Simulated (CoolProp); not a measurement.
Neopentane along the isotherm 267 K: fugacity coefficient from the reference equation and from simpler models built on Tc = 433.7 K, pc = 31.96 bar, ω = 0.196; each cubic takes its own stable root.

The numbers come from the reference Helmholtz-energy equation of state, Lemmon 2006 in CoolProp. It is a short technical equation, of lower accuracy than the large ones.

```json
[
 {"p (bar)": "4.99", "phase": "liquid", "reference": "0.1105", "Redlich-Kwong": "0.1688", "Peng-Robinson": "0.1121"},
 {"p (bar)": "9.99", "phase": "liquid", "reference": "0.05666", "Redlich-Kwong": "0.08675", "Peng-Robinson": "0.05736"},
 {"p (bar)": "15", "phase": "liquid", "reference": "0.03874", "Redlich-Kwong": "0.05943", "Peng-Robinson": "0.03915"},
 {"p (bar)": "20", "phase": "liquid", "reference": "0.02983", "Redlich-Kwong": "0.04585", "Peng-Robinson": "0.03009"},
 {"p (bar)": "25", "phase": "liquid", "reference": "0.02450", "Redlich-Kwong": "0.03772", "Peng-Robinson": "0.02467"},
 {"p (bar)": "30", "phase": "liquid", "reference": "0.02095", "Redlich-Kwong": "0.03233", "Peng-Robinson": "0.02106"},
 {"p (bar)": "35", "phase": "liquid", "reference": "0.01844", "Redlich-Kwong": "0.02850", "Peng-Robinson": "0.01850"},
 {"p (bar)": "40", "phase": "liquid", "reference": "0.01656", "Redlich-Kwong": "0.02564", "Peng-Robinson": "0.01658"},
 {"p (bar)": "44.9", "phase": "liquid", "reference": "0.01513", "Redlich-Kwong": "0.02348", "Peng-Robinson": "0.01513"},
 {"p (bar)": "49.9", "phase": "liquid", "reference": "0.01398", "Redlich-Kwong": "0.02172", "Peng-Robinson": "0.01395"},
 {"p (bar)": "54.9", "phase": "liquid", "reference": "0.01304", "Redlich-Kwong": "0.02030", "Peng-Robinson": "0.01299"},
 {"p (bar)": "59.9", "phase": "liquid", "reference": "0.01227", "Redlich-Kwong": "0.01913", "Peng-Robinson": "0.01220"},
 {"p (bar)": "64.9", "phase": "liquid", "reference": "0.01162", "Redlich-Kwong": "0.01815", "Peng-Robinson": "0.01153"},
 {"p (bar)": "69.9", "phase": "liquid", "reference": "0.01107", "Redlich-Kwong": "0.01733", "Peng-Robinson": "0.01097"},
 {"p (bar)": "74.9", "phase": "liquid", "reference": "0.01060", "Redlich-Kwong": "0.01662", "Peng-Robinson": "0.01049"},
 {"p (bar)": "79.9", "phase": "liquid", "reference": "0.01020", "Redlich-Kwong": "0.01602", "Peng-Robinson": "0.01007"}
]
```
